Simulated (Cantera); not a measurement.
An isothermal, constant-pressure homogeneous reactor starts with NO : N₂ = 1 : 11 (molar parts), at 1573 K and 2670 Pa. Integrator tolerance rtol = 1e-08.

Computed with Cantera and GRI-Mech 3.0 (53 species, 325 reactions). Radical loss at walls, strong at low pressure, is not modelled.

### Question
What does this change do: pressure from 2670 Pa to 31000 Pa?

### Answer
| quantity | before | after |
|---|---|---|
| x(NO) at 100 s | 0.0824 (gas-phase equilibrium 0.000844) | 0.0741 (gas-phase equilibrium 0.000844) |
| x(N₂O) at 100 s | 2.30e-6 (gas-phase equilibrium 9.13e-9) | 1.91e-6 (gas-phase equilibrium 3.11e-8) |
| x(O) at 100 s | 2.25e-6 (gas-phase equilibrium 1.31e-5) | 1.36e-6 (gas-phase equilibrium 3.83e-6) |
| x(O₂) at 100 s | 0.000456 (gas-phase equilibrium 0.0412) | 0.00457 (gas-phase equilibrium 0.0412) |
| x(N₂) at 100 s | 0.917 (gas-phase equilibrium 0.958) | 0.921 (gas-phase equilibrium 0.958) |
| x(NO₂) at 100 s | 3.73e-6 (gas-phase equilibrium 2.64e-7) | 2.75e-5 (gas-phase equilibrium 9.00e-7) |

### Question
What does this change do: temperature 1573 to 2025 K?

### Answer
```tsv
quantity	before	after
x(NO) at 100 s	0.0824 (gas-phase equilibrium 0.000844)	0.00397 (gas-phase equilibrium 0.00392)
x(N₂O) at 100 s	2.30e-6 (gas-phase equilibrium 9.13e-9)	3.97e-8 (gas-phase equilibrium 3.95e-8)
x(O) at 100 s	2.25e-6 (gas-phase equilibrium 1.31e-5)	0.000986 (gas-phase equilibrium 0.000986)
x(O₂) at 100 s	0.000456 (gas-phase equilibrium 0.0412)	0.0392 (gas-phase equilibrium 0.0392)
x(N₂) at 100 s	0.917 (gas-phase equilibrium 0.958)	0.956 (gas-phase equilibrium 0.956)
x(NO₂) at 100 s	3.73e-6 (gas-phase equilibrium 2.64e-7)	4.62e-7 (gas-phase equilibrium 4.56e-7)
```
